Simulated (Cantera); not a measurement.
## Equilibrium for fluorocarbon and chlorocarbon gases: CHF3 + F2 + H2

A closed system holds: 1 mol CHF3, 0.28 mol F2, a varied amount of H2, at 1700 K and 0.870 bar.

These are equilibrium values from Cantera (NASA tables, ideal gas, pure condensed phases), not measurements of a reactor. Candidate condensed phases: C, C6H6, C7H8, C8H18; 95 gas species. Gases not in the tables: C2F6 and larger saturated fluorocarbons. Equilibrium is a limit: real reactors are often held back by kinetics, nucleation or transport.

From 1.1 mol H2 to 7.4 mol H2 the condensed part is C(graphite). The main C-bearing gas is CF4 at 1.1 mol H2 and CH4 at 7.4 mol H2.

```
n(H2) (mol)   x HF     x H2     x CF4     x CH4       x H     x CF2  x C2H2 (acetylene)  n C(graphite)
-----------  -----  -------  --------  --------  --------  --------  ------------------  -------------
1.1          0.973  7.29e-7    0.0273    <1e-12   1.35e-7  0.000105            5.35e-11          0.910
1.4          0.967   0.0326  1.34e-11   1.01e-6   2.85e-5   2.32e-9             2.39e-6          1.000
1.7          0.894    0.105    <1e-12   1.06e-5   5.13e-5  6.13e-10             7.74e-6          1.000
2.1          0.813    0.187    <1e-12   3.34e-5   6.83e-5  2.85e-10             1.37e-5          1.000
2.6          0.730    0.270    <1e-12   6.96e-5   8.21e-5  1.59e-10             1.98e-5          0.999
3.2          0.650    0.350    <1e-12  0.000117   9.35e-5  9.74e-11             2.57e-5          0.999
4            0.567    0.433    <1e-12  0.000178  0.000104  6.00e-11             3.18e-5          0.998
4.9          0.496    0.504    <1e-12  0.000242  0.000112  3.95e-11             3.70e-5          0.998
6            0.430    0.569    <1e-12  0.000309  0.000119  2.62e-11             4.18e-5          0.997
7.4          0.368    0.632    <1e-12  0.000380  0.000126  1.73e-11             4.64e-5          0.995
```
x: gas mole fraction; n: condensed amount in mol.
